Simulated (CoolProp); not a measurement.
Nitrogen at 298.15 K and 6.37 MPa flows at 1.7 m/s in a round tube of 2 mm bore and 1.5 µm roughness, fully developed (64/Re and Nu = 3.66 if laminar; Colebrook and Gnielinski if turbulent). Each further row changes one setting.

Computed with CoolProp (reference Helmholtz-energy equation of state, Span 2000).

```json
[
 {"case": "as stated", "Reynolds number": "13000", "Darcy friction factor": "0.0301", "pressure drop (Pa/m)": "(withheld)", "heat-transfer coefficient (W/(m² K))": "565", "mass flow (kg/h)": "1.39"},
 {"case": "velocity 3.4 m/s", "Reynolds number": "25900", "Darcy friction factor": "(withheld)", "pressure drop (Pa/m)": "(withheld)", "heat-transfer coefficient (W/(m² K))": "1010", "mass flow (kg/h)": "2.78"},
 {"case": "diameter 4 mm", "Reynolds number": "25900", "Darcy friction factor": "(withheld)", "pressure drop (Pa/m)": "(withheld)", "heat-transfer coefficient (W/(m² K))": "486", "mass flow (kg/h)": "5.55"}
]
```

Complete the blanks.


- as stated, pressure drop (Pa/m): 1570
- velocity 3.4 m/s, Darcy friction factor: 0.0261
- velocity 3.4 m/s, pressure drop (Pa/m): 5440
- diameter 4 mm, Darcy friction factor: 0.0252
- diameter 4 mm, pressure drop (Pa/m): 658

Viscosity comes from a separate model (Lemmon 2004). Thermal conductivity comes from a separate model (Lemmon 2004).
